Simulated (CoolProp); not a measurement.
Vapour-liquid equilibrium of R152A (1) + R113 (2) at 5.79 bar; x and y are mole fractions of (1).

Computed with CoolProp (multi-fluid Helmholtz-energy mixture model, Outcalt 1996 and Marx 1992; pair parameters Bell 2016).

Task: Give the bubble temperature and the first vapour's composition at x = 0.05, 0.65, 0.8. Is there an azeotrope?

Result: x = 0.05: 95.6 °C, y = 0.317; x = 0.65: 33.7 °C, y = 0.932; x = 0.8: 29.5 °C, y = 0.958. No azeotrope shows between x = 0.05 and 0.95.

Pair parameters are fitted to limited data, so mixtures are less certain than the pure fluids.
